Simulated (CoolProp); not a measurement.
Vapour-liquid equilibrium of diethyl ether (1) + methanol (2) at 381 kPa; x and y are mole fractions of (1).

Model: multi-fluid Helmholtz-energy mixture model, Thol 2014 and de Reuck 1993; pair parameters Bell 2016, in CoolProp.

```tsv
x	bubble temperature (K)	y at the bubble point	dew temperature at overall composition x (K)	liquid density (mol/L)
0.05	370.8	0.166	374.2	20.81
0.125	365.3	0.340	372.0	19.06
0.2	361.3	0.453	?	?
0.275	358.4	0.530	367.4	16.16
0.35	356.3	0.586	364.9	14.95
0.425	354.7	?	362.3	?
0.5	353.5	0.668	359.5	?
0.575	352.5	0.703	?	12.07
0.65	351.7	0.739	354.0	11.31
0.725	351.1	0.778	?	10.63
0.8	350.6	0.822	350.8	10.02
0.875	350.4	0.876	350.5	9.464
0.95	350.6	0.943	350.7	8.963
```

Problem. Some entries are withheld; supply them.

Solution. 
- 0.2, dew temperature at overall composition x (K): 369.8
- 0.2, liquid density (mol/L): 17.52
- 0.425, y at the bubble point: 0.630
- 0.425, liquid density (mol/L): 13.87
- 0.5, liquid density (mol/L): 12.92
- 0.575, dew temperature at overall composition x (K): 356.7
- 0.725, dew temperature at overall composition x (K): 352.0

y crosses x between x = 0.875 and 0.95: the model has an azeotrope there.

The pair parameters rest on a limited set of measurements; away from them the model extrapolates.
